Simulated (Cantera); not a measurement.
A Cantera script and what it prints.

```python
import numpy as np
import cantera as ct

gas_names = """
    Cu CuF CuF2 Cu2 F F2 N NF NF2 NF3 N2
""".split()
cond_names = """
    Cu(cr) Cu(L) CuF2(s) CuF2(L)
""".split()


def load(file, names, dense=False):
    # The tables refer to 1 bar. Condensed volumes are neglected.
    table = {s.name: s for s in ct.Species.list_from_file(file)}
    out = []
    for n in names:
        d = dict(table[n].input_data)
        d["thermo"] = dict(d["thermo"], **{"reference-pressure": 1e5})
        if dense:
            d["equation-of-state"] = {"model": "constant-volume", "density": "1e6 g/cm^3"}
        out.append(ct.Species.from_dict(d))
    return out


gas = ct.Solution(thermo="ideal-gas", species=load("nasa_gas.yaml", gas_names))
cond = {s.name: ct.Solution(thermo="fixed-stoichiometry", species=[s], name=s.name)
        for s in load("nasa_condensed.yaml", cond_names, dense=True)}
atoms = {
    'Cu': {'Cu': 1},
    'F2': {'F': 2},
    'N2': {'N': 2},
}
top_T = {}  # K; cautious upper limits of use, not melting points


def equilibrate(T, P, feed):
    n = {}
    for name, mol in feed.items():
        for a, k in atoms[name].items():
            n[a] = n.get(a, 0.0) + k * mol
    gas.TPX = T, P, n
    mass = sum(n.values()) * gas.mean_molecular_weight
    gas.equilibrate("TP")
    valid = [c for c in cond.values() if c.min_temp <= T <= top_T.get(c.name, c.max_temp)]
    mix = ct.Mixture([(gas, mass / gas.mean_molecular_weight)] + [(c, 0.0) for c in valid])
    mix.T, mix.P = T, P
    mix.equilibrate("TP", solver="vcs", rtol=1e-11, max_steps=5000)
    return mix


results = []
feed = {'Cu': 1, 'F2': 0.71, 'N2': 2.7}  # mol
T = 1448  # K
for P in [1, 3.6, 13, 46, 170, 600, 2200, 7700, 28000, 100000]:
    mix = equilibrate(T, P, feed)
    results.append((T, P, feed, dict(zip(mix.species_names, mix.species_moles))))

top = {s: max(r[3][s] / sum(r[3][g] for g in gas_names) for r in results) for s in gas_names}
cols = sorted((s for s in top if top[s] > 1e-05), key=lambda s: -top[s])[:5]
seen = [c for c in cond_names if any(r[3].get(c, 0) > 1e-12 for r in results)]
print("log10 of partial pressures in bar; condensed amounts in mol")
print(f"{'P/Pa':>10s}" + "".join(f"{s[:9]:>10s}" for s in cols + seen))
for T, P, feed, n in results:
    ng = sum(n[g] for g in gas_names)
    print(f"{P:10.4g}" + "".join(f"{np.log10(max(n[s] / ng * P / 1e5, 1e-99)):10.3f}" for s in cols)
          + "".join(f"{n.get(c, 0):10.4g}" for c in seen))
```

Output:

```
log10 of partial pressures in bar; condensed amounts in mol
      P/Pa        N2       CuF      CuF2         F        Cu     Cu(L)   CuF2(L)
         1    -5.161    -5.693    -6.276    -6.264    -9.480         0         0
       3.6    -4.592    -5.190    -5.522    -6.013    -9.227         0         0
        13    -4.027    -4.668    -4.876    -5.888    -8.830         0         0
        46    -3.475    -4.135    -4.296    -5.842    -8.343         0         0
       170    -2.907    -3.572    -3.718    -5.827    -7.796         0         0
       600    -2.359    -3.026    -3.168    -5.823    -7.254         0         0
      2200    -1.794    -2.462    -2.603    -5.822    -6.691         0         0
      7700    -1.250    -1.918    -2.059    -5.821    -6.148         0         0
   2.8e+04    -0.681    -1.349    -1.568    -5.900    -5.500         0   0.06969
     1e+05    -0.033    -1.339    -1.568    -5.910    -5.479    0.2233    0.5646
```

Method: chemical equilibrium by Gibbs-energy minimisation in Cantera with the NASA 1993 tables (ideal gas, pure condensed phases). Each liquid is taken as pure. Mutual solubility and eutectic melting of coexisting phases are not modelled.
